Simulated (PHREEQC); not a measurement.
Geothermal or formation water: speciation

Model water analysis in mg/kgw, 85 °C, pH 6.25:

| constituent | mg/kgw |
|---|---|
| Na | 1530 |
| K | 114 |
| Ca | 441 |
| Mg | 70.5 |
| Cl | 3220 |
| S(6) as SO4 | 283 |
| Alkalinity as HCO3 | 131 |
| Br | 69.3 |

Cl is adjusted to close the charge balance.
Valence states are taken as typed.

All values are PHREEQC results (Pitzer model, pitzer.dat), not measurements.

Each row changes one thing in this solution. This is a speciation only: nothing precipitates in the calculation.

```tsv
case	HCO3- (mol/kgw)	CO2 (mol/kgw)	CO3-2 (mol/kgw)	MgCO3 (mol/kgw)	HSO4- (mol/kgw)	MgOH+ (mol/kgw)	SI of Gypsum (CaSO4:2H2O)
as made	0.00214	0.00207	8.81e-7	4.18e-7	2.64e-7	2.33e-7	-0.87
S(6) from 283 to 142 mg/kgw	0.00214	0.00208	8.84e-7	4.28e-7	(withheld)	2.37e-7	-1.16
Alkalinity from 131 to 65.5 mg/kgw	(withheld)	0.00103	4.40e-7	(withheld)	2.64e-7	2.33e-7	-0.87
temperature from 85 to 20 °C at the same typed pH	0.00215	0.00238	4.72e-7	1.13e-7	(withheld)	2.14e-9	-0.95
```

Q: Some entries are withheld; supply them.

A: 
- S(6) from 283 to 142 mg/kgw, HSO4- (mol/kgw): 1.32e-7
- Alkalinity from 131 to 65.5 mg/kgw, HCO3- (mol/kgw): 0.00107
- Alkalinity from 131 to 65.5 mg/kgw, MgCO3 (mol/kgw): 2.09e-7
- temperature from 85 to 20 °C at the same typed pH, HSO4- (mol/kgw): 4.45e-8

Species that the database lacks are ignored. At this temperature some constants are extrapolated from 25 °C, and those without enthalpy data are left unchanged.
